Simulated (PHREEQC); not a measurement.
Solution (25 °C): 0.011 mol HF and 0.00013 mol (CH3)4NF per kg of water. Closed to the air; pH follows from the charge balance.

The numbers come from PHREEQC with the ion-association model, phreeqc.dat.

No solid was allowed to form.

Q: Order these F species by the share of F that they hold, largest first: F-, HF2-, HF.

A: HF (76 %), F- (23 %), HF2- (1.5 %)

The pH is 2.63 and the ionic strength 0.00261 mol/kgw. (CH3)4N+ isn't in the database: it is added as a free cation with an ion size of 4 Å.
